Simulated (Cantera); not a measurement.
**Equilibrium for metals in furnace atmospheres: Ti + CO + H2**

Charge: 1 mol Ti, 17 mol CO, a varied amount of H2, equilibrated at 927 °C and 0.520 bar.

These are equilibrium values from Cantera (NASA tables, ideal gas, pure condensed phases), not measurements of a reactor. Candidate condensed phases: C, C6H6, C7H8, C8H18, H2O, Ti, TiC, TiO, TiO2, Ti2O3, Ti3O5, Ti4O7; 113 gas species. The numbers say what is thermodynamically allowed, not how fast it happens.

```
n(H2) (mol)  log p CO  log p H2  log p CO2  log p CH4  log p H2O  log p C2H4  log p H  log p C2H2 (acetylene)  n C(graphite)  n TiO2(rutile)
-----------  --------  --------  ---------  ---------  ---------  ----------  -------  ----------------------  -------------  --------------
2               -0.34     -1.22      -2.41      -4.23      -3.14       -8.33    -7.31                   -8.20           2.15            1.00
7.3             -0.46     -0.77      -2.64      -3.34      -2.82       -7.45    -7.09                   -7.76           2.14            1.00
13              -0.56     -0.62      -2.84      -3.04      -2.76       -7.14    -7.01                   -7.61           2.12            1.00
18              -0.63     -0.55      -2.98      -2.90      -2.77       -7.00    -6.98                   -7.54           2.09            1.00
23              -0.69     -0.51      -3.11      -2.81      -2.78       -6.91    -6.96                   -7.49           2.06            1.00
28              -0.74     -0.47      -3.21      -2.75      -2.80       -6.85    -6.94                   -7.46           2.03            1.00
34              -0.80     -0.45      -3.33      -2.69      -2.83       -6.79    -6.93                   -7.43           1.99            1.00
39              -0.84     -0.43      -3.41      -2.66      -2.86       -6.76    -6.92                   -7.42           1.96            1.00
44              -0.88     -0.41      -3.49      -2.63      -2.88       -6.73    -6.91                   -7.40           1.92            1.00
50              -0.92     -0.40      -3.57      -2.60      -2.91       -6.71    -6.91                   -7.39           1.88            1.00
```
log p: log10 of the partial pressure in bar; n: condensed amount in mol.

From 2 mol H2 to 50 mol H2 the condensed part is C(graphite) + TiO2(rutile).
